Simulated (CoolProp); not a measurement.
Isobutene along the isotherm 19.75 °C: fugacity coefficient from the reference equation and from simpler models built on Tc = 144.9 °C, pc = 4.016 MPa, ω = 0.193; each cubic takes its own stable root.

Values from CoolProp's reference Helmholtz-energy equation of state, Lemmon 2005. It is a short technical equation, of lower accuracy than the large ones.

| p (MPa) | phase | reference | Redlich-Kwong | Soave-Redlich-Kwong |
|---|---|---|---|---|
| 0.143 | gas | 0.9593 | 0.9674 | 0.9651 |
| 0.287 | liquid | 0.8376 | 0.9348 | 0.8482 |
| 0.43 | liquid | 0.5621 | 0.7586 | 0.5695 |
| 0.574 | liquid | 0.4235 | 0.5718 | 0.4292 |
| 0.717 | liquid | 0.3409 | 0.4606 | 0.3457 |
| 0.861 | liquid | 0.2855 | 0.3860 | 0.2896 |
| 1 | liquid | 0.2471 | 0.3343 | 0.2508 |
| 1.15 | liquid | 0.2161 | 0.2926 | 0.2194 |
| 1.29 | liquid | 0.1937 | 0.2624 | 0.1968 |
| 1.43 | liquid | 0.1757 | 0.2381 | 0.1785 |
| 1.58 | liquid | 0.1599 | 0.2169 | 0.1626 |
| 1.72 | liquid | 0.1477 | 0.2004 | 0.1502 |
| 1.86 | liquid | 0.1373 | 0.1864 | 0.1397 |
| 2.01 | liquid | 0.1278 | 0.1736 | 0.1301 |

At some of these states Redlich-Kwong gives the other phase, because its saturation line lies elsewhere.
